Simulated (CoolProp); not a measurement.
Properties of R141b along the isotherm 500 K (Tc = 477.5 K, pc = 4.212 MPa, ω = 0.220).

Model: reference Helmholtz-energy equation of state, Lemmon 2006, in CoolProp. It is a short technical equation, of lower accuracy than the large ones.

```json
[
 {"p (MPa)": "1.62", "phase": "gas", "density (kg/m³)": "51.67", "cp (kJ/(kg K))": "1.072", "cv (kJ/(kg K))": "0.9462"},
 {"p (MPa)": "3.24", "phase": "gas", "density (kg/m³)": "124.6", "cp (kJ/(kg K))": "1.256", "cv (kJ/(kg K))": "0.9783"},
 {"p (MPa)": "4.86", "phase": "supercritical", "density (kg/m³)": "272.6", "cp (kJ/(kg K))": "2.265", "cv (kJ/(kg K))": "1.038"},
 {"p (MPa)": "6.48", "phase": "supercritical", "density (kg/m³)": "597.8", "cp (kJ/(kg K))": "2.546", "cv (kJ/(kg K))": "1.029"},
 {"p (MPa)": "8.1", "phase": "supercritical", "density (kg/m³)": "699.9", "cp (kJ/(kg K))": "1.853", "cv (kJ/(kg K))": "1.005"},
 {"p (MPa)": "9.72", "phase": "supercritical", "density (kg/m³)": "750.2", "cp (kJ/(kg K))": "1.657", "cv (kJ/(kg K))": "0.9960"},
 {"p (MPa)": "11.3", "phase": "supercritical", "density (kg/m³)": "783.8", "cp (kJ/(kg K))": "1.562", "cv (kJ/(kg K))": "0.9917"},
 {"p (MPa)": "13", "phase": "supercritical", "density (kg/m³)": "811.5", "cp (kJ/(kg K))": "1.501", "cv (kJ/(kg K))": "0.9889"},
 {"p (MPa)": "14.6", "phase": "supercritical", "density (kg/m³)": "832.8", "cp (kJ/(kg K))": "1.461", "cv (kJ/(kg K))": "0.9873"},
 {"p (MPa)": "16.2", "phase": "supercritical", "density (kg/m³)": "851.0", "cp (kJ/(kg K))": "1.432", "cv (kJ/(kg K))": "0.9862"},
 {"p (MPa)": "17.8", "phase": "supercritical", "density (kg/m³)": "867.0", "cp (kJ/(kg K))": "1.409", "cv (kJ/(kg K))": "0.9855"},
 {"p (MPa)": "19.4", "phase": "supercritical", "density (kg/m³)": "881.2", "cp (kJ/(kg K))": "1.391", "cv (kJ/(kg K))": "0.9851"},
 {"p (MPa)": "21.1", "phase": "supercritical", "density (kg/m³)": "894.9", "cp (kJ/(kg K))": "1.375", "cv (kJ/(kg K))": "0.9848"}
]
```

The peak of cp marks the crossing from liquid-like to gas-like fluid above the critical point.
